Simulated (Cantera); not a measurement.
# Diamond growth

A diamond (100) surface in a fixed gas of H2 with x(CH4) = 0.0036, x(H) = 0.038, x(CH3) = 2.8e-05, at 1350 K; coverages are run to steady state.

Model: the Harris–Goodwin 1993 mechanism for the reconstructed diamond (100) surface, integrated in Cantera.

```tsv
P (Pa)	growth (µm/h)	θ c6HH	θ c6H*	θ c6*H	θ c6**
400	0.0223	0.350	0.0547	0.539	0.0566
740	0.0479	0.350	0.0547	0.539	0.0566
1400	0.109	0.350	0.0548	0.539	0.0566
2500	0.238	0.350	0.0549	0.539	0.0567
4600	0.571	0.350	0.0550	0.539	0.0567
8500	1.41	0.349	0.0553	0.538	0.0568
16000	3.56	0.349	0.0559	0.538	0.0570
29000	8.15	0.349	0.0568	0.536	0.0573
```
θ: site fractions in the mechanism's names (c6HH fully hydrogenated, c6H* and c6*H radical sites, c6** diradical, c6HM methylated).
